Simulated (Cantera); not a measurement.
What does this Cantera script print?

```python
import numpy as np
import cantera as ct

gas_names = """
    B BH BH2 BH3 BN BO BO2 B2 B2O B2O2 B2O3 B3O3H3 H HBO HBO2 HNO HNO2 HNO3 HO2 H2 H2O H2O2 H3B3O6 N NH
    NH2 NH3 NH2OH NO NO2 NO3 N2 N2H2 N2H4 N2O O OH O2 O3
""".split()
cond_names = """
    B(b) B(L) BN(s) B2O3(L) B3O3H3(cr) H2O(s) H2O(L)
""".split()


def load(file, names, dense=False):
    # The tables refer to 1 bar. Condensed volumes are neglected.
    table = {s.name: s for s in ct.Species.list_from_file(file)}
    out = []
    for n in names:
        d = dict(table[n].input_data)
        d["thermo"] = dict(d["thermo"], **{"reference-pressure": 1e5})
        if dense:
            d["equation-of-state"] = {"model": "constant-volume", "density": "1e6 g/cm^3"}
        out.append(ct.Species.from_dict(d))
    return out


gas = ct.Solution(thermo="ideal-gas", species=load("nasa_gas.yaml", gas_names))
cond = {s.name: ct.Solution(thermo="fixed-stoichiometry", species=[s], name=s.name)
        for s in load("nasa_condensed.yaml", cond_names, dense=True)}
atoms = {
    'borazine': {'B': 3, 'N': 3, 'H': 6},
    'H2O': {'H': 2, 'O': 1},
    'N2': {'N': 2},
    'NH3': {'N': 1, 'H': 3},
}
top_T = {'BN(s)': 3200}  # K; cautious upper limits of use, not melting points


def equilibrate(T, P, feed):
    n = {}
    for name, mol in feed.items():
        for a, k in atoms[name].items():
            n[a] = n.get(a, 0.0) + k * mol
    gas.TPX = T, P, n
    mass = sum(n.values()) * gas.mean_molecular_weight
    gas.equilibrate("TP")
    valid = [c for c in cond.values() if c.min_temp <= T <= top_T.get(c.name, c.max_temp)]
    mix = ct.Mixture([(gas, mass / gas.mean_molecular_weight)] + [(c, 0.0) for c in valid])
    mix.T, mix.P = T, P
    mix.equilibrate("TP", solver="vcs", rtol=1e-11, max_steps=5000)
    return mix


results = []
T = 850  # K
P = 100000  # Pa
for m in [9.1, 12, 17, 23, 30, 41, 56, 75]:
    feed = {'borazine': 1, 'H2O': 0.62, 'N2': m, 'NH3': 0.34}  # mol
    mix = equilibrate(T, P, feed)
    results.append((T, P, feed, dict(zip(mix.species_names, mix.species_moles))))
    x = sorted(zip(gas.X, gas.species_names), reverse=True)
    print(f"T = {T:g} K  P = {P:g} Pa  n(N2) = {m:g} mol  gas = {mix.phase_moles(0):.4g} mol")
    print("   x: " + "  ".join(f"{s} {v:.3e}" for v, s in x if v > 0.0001))
    print("   condensed (mol): " + ("  ".join(f"{mix.phase(i).name} {mix.phase_moles(i):.4g}"
          for i in range(1, mix.n_phases) if mix.phase_moles(i) > 1e-12) or "none"))
```

Output:

```
T = 850 K  P = 100000 Pa  n(N2) = 9.1 mol  gas = 13.59 mol
   x: N2 6.963e-01  H2 3.008e-01  H2O 2.691e-03  NH3 2.555e-04
   condensed (mol): BN(s) 2.611  B2O3(L) 0.1942
T = 850 K  P = 100000 Pa  n(N2) = 12 mol  gas = 16.49 mol
   x: N2 7.497e-01  H2 2.479e-01  H2O 2.273e-03  NH3 1.983e-04
   condensed (mol): BN(s) 2.612  B2O3(L) 0.1939
T = 850 K  P = 100000 Pa  n(N2) = 17 mol  gas = 21.49 mol
   x: N2 8.079e-01  H2 1.902e-01  H2O 1.788e-03  NH3 1.384e-04
   condensed (mol): BN(s) 2.612  B2O3(L) 0.1936
T = 850 K  P = 100000 Pa  n(N2) = 23 mol  gas = 27.49 mol
   x: N2 8.498e-01  H2 1.487e-01  H2O 1.421e-03
   condensed (mol): BN(s) 2.613  B2O3(L) 0.1934
T = 850 K  P = 100000 Pa  n(N2) = 30 mol  gas = 34.49 mol
   x: N2 8.803e-01  H2 1.185e-01  H2O 1.146e-03
   condensed (mol): BN(s) 2.613  B2O3(L) 0.1933
T = 850 K  P = 100000 Pa  n(N2) = 41 mol  gas = 45.49 mol
   x: N2 9.092e-01  H2 8.983e-02  H2O 8.786e-04
   condensed (mol): BN(s) 2.613  B2O3(L) 0.1932
T = 850 K  P = 100000 Pa  n(N2) = 56 mol  gas = 60.49 mol
   x: N2 9.317e-01  H2 6.756e-02  H2O 6.661e-04
   condensed (mol): BN(s) 2.614  B2O3(L) 0.1931
T = 850 K  P = 100000 Pa  n(N2) = 75 mol  gas = 79.49 mol
   x: N2 9.481e-01  H2 5.141e-02  H2O 5.099e-04
   condensed (mol): BN(s) 2.614  B2O3(L) 0.193
```

Method: chemical equilibrium by Gibbs-energy minimisation in Cantera with the NASA 1993 tables (ideal gas, pure condensed phases). The feed counts by its element totals alone. Gases not in the tables: H3BO3.
